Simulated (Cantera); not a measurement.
## Silicon nitride deposition: SiHCl3 + NH3 + N2

A closed system holds: 1 mol SiHCl3, a varied amount of NH3, 23 mol N2, held at 700 K and 10.0 Torr.

These are equilibrium values from Cantera (NASA tables, ideal gas, pure condensed phases), not measurements of a reactor. Candidate condensed phases: NH4Cl, Si, Si3N4; 28 gas species. Equilibrium is a limit: real reactors are often held back by kinetics, nucleation or transport.

From 1.2 mol NH3 to 7.2 mol NH3 the condensed part is Si3N4(s). The main Si-bearing gas is SiCl4 throughout. The share of Si in condensed phases is highest at 7.2 mol NH3 (98.8 %) and lowest at 1.2 mol NH3 (77.5 %).

```json
[
 {"n(NH3) (mol)": "1.2", "x N2": "0.866", "x H2": "0.0469", "x HCl": "0.0787", "x SiCl4": "0.00845", "x NH3": "1.18e-6", "x SiHCl3": "1.03e-6", "n Si3N4(s)": "0.258"},
 {"n(NH3) (mol)": "1.7", "x N2": "0.841", "x H2": "0.0675", "x HCl": "0.0854", "x SiCl4": "0.00575", "x NH3": "2.01e-6", "x SiHCl3": "9.29e-7", "n Si3N4(s)": "0.280"},
 {"n(NH3) (mol)": "2.2", "x N2": "0.819", "x H2": "0.0881", "x HCl": "0.0886", "x SiCl4": "0.00398", "x NH3": "2.96e-6", "x SiHCl3": "8.09e-7", "n Si3N4(s)": "0.295"},
 {"n(NH3) (mol)": "2.7", "x N2": "0.799", "x H2": "0.108", "x HCl": "0.0897", "x SiCl4": "0.00282", "x NH3": "3.98e-6", "x SiHCl3": "6.95e-7", "n Si3N4(s)": "0.305"},
 {"n(NH3) (mol)": "3.2", "x N2": "0.781", "x H2": "0.128", "x HCl": "0.0895", "x SiCl4": "0.00204", "x NH3": "5.04e-6", "x SiHCl3": "5.94e-7", "n Si3N4(s)": "0.312"},
 {"n(NH3) (mol)": "3.7", "x N2": "0.763", "x H2": "0.146", "x HCl": "0.0886", "x SiCl4": "0.00151", "x NH3": "6.12e-6", "x SiHCl3": "5.09e-7", "n Si3N4(s)": "0.317"},
 {"n(NH3) (mol)": "4.2", "x N2": "0.747", "x H2": "0.164", "x HCl": "0.0871", "x SiCl4": "0.00114", "x NH3": "7.19e-6", "x SiHCl3": "4.39e-7", "n Si3N4(s)": "0.321"},
 {"n(NH3) (mol)": "4.7", "x N2": "0.733", "x H2": "0.181", "x HCl": "0.0854", "x SiCl4": "0.000878", "x NH3": "8.24e-6", "x SiHCl3": "3.80e-7", "n Si3N4(s)": "0.323"},
 {"n(NH3) (mol)": "5.2", "x N2": "0.718", "x H2": "0.197", "x HCl": "0.0836", "x SiCl4": "0.000689", "x NH3": "9.27e-6", "x SiHCl3": "3.32e-7", "n Si3N4(s)": "0.325"},
 {"n(NH3) (mol)": "5.7", "x N2": "0.705", "x H2": "0.212", "x HCl": "0.0818", "x SiCl4": "0.000549", "x NH3": "1.03e-5", "x SiHCl3": "2.92e-7", "n Si3N4(s)": "0.327"},
 {"n(NH3) (mol)": "6.2", "x N2": "0.693", "x H2": "0.227", "x HCl": "0.0799", "x SiCl4": "0.000444", "x NH3": "1.12e-5", "x SiHCl3": "2.58e-7", "n Si3N4(s)": "0.328"},
 {"n(NH3) (mol)": "6.7", "x N2": "0.681", "x H2": "0.241", "x HCl": "0.0781", "x SiCl4": "0.000364", "x NH3": "1.22e-5", "x SiHCl3": "2.29e-7", "n Si3N4(s)": "0.329"},
 {"n(NH3) (mol)": "7.2", "x N2": "0.670", "x H2": "0.254", "x HCl": "0.0763", "x SiCl4": "0.000301", "x NH3": "1.31e-5", "x SiHCl3": "2.05e-7", "n Si3N4(s)": "0.329"}
]
```
x: gas mole fraction; n: condensed amount in mol.
